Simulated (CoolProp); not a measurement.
Vapour-liquid equilibrium of acetone (1) + p-xylene (2) at 0.186 MPa; x and y are mole fractions of (1).

Model: multi-fluid Helmholtz-energy mixture model, Lemmon 2006 and Zhou 2012; pair parameters Bell 2016, in CoolProp.

```csv
x,bubble temperature (K),y at the bubble point,dew temperature at overall composition x (K),liquid density (mol/L)
0.05,417.4,0.375,433.6,7.165
0.15,394.5,0.689,429.1,7.676
0.25,381.6,0.806,424.2,8.131
0.35,373.5,0.864,418.9,8.579
0.45,367.7,0.899,412.9,9.044
0.55,363.2,0.924,406.0,9.541
0.65,359.4,0.944,398.0,10.08
0.75,356.0,0.961,388.3,10.68
0.85,352.8,0.977,375.6,11.34
0.95,349.7,0.992,358.1,12.09
```

No azeotrope shows between x = 0.05 and 0.95.

The pair parameters rest on a limited set of measurements; away from them the model extrapolates.
